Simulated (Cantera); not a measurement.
Feed: 1 mol CsCl, 0.13 mol H2, at 1950 K and 0.0200 bar.

Cantera equilibrium calculation (NASA polynomials, part measured and part estimated; ideal gas, pure solids and liquids). Candidate condensed phases: Cs, CsCl; 9 gas species. Kinetics and transport are ignored.

Base state: CsCl 0.861, H2 0.105, Cs 0.0151, HCl 0.0148, H 0.00263, Cs2Cl2 0.000442, Cl 0.000277 (mole fractions); condensed: gas only.

Q: What changes in the equilibrium state with this change: temperature from 1950 K to 823 K?

A: 
| species | before | after |
|---|---|---|
| H2 | 0.105 | 0.999 |
| CsCl | 0.861 | 0.000347 |
| Cs2Cl2 | 0.000442 | 0.000158 |
| Cs | 0.0151 | 4.26e-8 |
| HCl | 0.0148 | 4.26e-8 |
| H | 0.00263 | <1e-9 |
| Cl | 0.000277 | <1e-9 |
| CsCl(s), mol | 0 | 1.000 |
